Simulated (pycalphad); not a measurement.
All values are pycalphad results on the COST 507 light-alloy database (1999) (1 atm), not direct measurements. The data set is of 1999 and partly superseded.

**Al-13.2Si (at.%): equilibrium cooling sequence**

| T (K) | phases above | phases below |
|---|---|---|
| 868.6 | LIQUID | DIAMOND_A4 + LIQUID |
| 850.2 | DIAMOND_A4 + LIQUID | DIAMOND_A4 + FCC_A1 |

Changes were sought between steps of 75 K, so a narrower field can be missed.

FCC_A1 is fcc; DIAMOND_A4 is diamond (Si).
